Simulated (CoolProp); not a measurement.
Properties of octamethyltrisiloxane (MDM) at several states.

Model: reference Helmholtz-energy equation of state, Thol 2017, in CoolProp.

```
T (°C)  p (MPa)   phase  speed of sound (m/s)  expansivity (1/kK)  fugacity coefficient
------  -------  ------  --------------------  ------------------  --------------------
134.35    0.616  liquid                 568.5                   ?                0.1002
208.85   0.0868     gas                 126.5               2.400                0.9631
271.85    0.026     gas                     ?               1.885                0.9931
284.85    0.667     gas                 113.6                   ?                0.8387
54.95     0.127  liquid                 816.0                   ?                     ?
268.75     6.07  liquid                 345.6               2.258                     ?
```

**Question.** Complete the blanks.

**Answer.** 
- 134.35, expansivity (1/kK): 1.684
- 271.85, speed of sound (m/s): 138.7
- 284.85, expansivity (1/kK): 3.966
- 54.95, expansivity (1/kK): 1.314
- 54.95, fugacity coefficient: 0.02248
- 268.75, fugacity coefficient: 0.1978
